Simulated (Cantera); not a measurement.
Mixture: CH4 : O2 : N2 = 1 : 2.15 : 8.09 (molar parts), equivalence ratio 0.93, at 1.01 bar, adiabatic and at constant volume. Ignition delay is the time to a rise of 400 K.

Computed with Cantera and GRI-Mech 3.0 (53 species, 325 reactions).

What does this change do: 0.68 parts H2 added?


```tsv
quantity	before	after
delay at 1250 K	20.7 ms	0.959 ms
delay at 1450 K	1.80 ms	0.231 ms
delay at 1650 K	0.288 ms	79.0 µs
delay at 1850 K	76.5 µs	33.2 µs
delay at 2050 K	27.7 µs	15.7 µs
apparent activation energy between 1850 and 2050 K	160 kJ/mol	120 kJ/mol
```
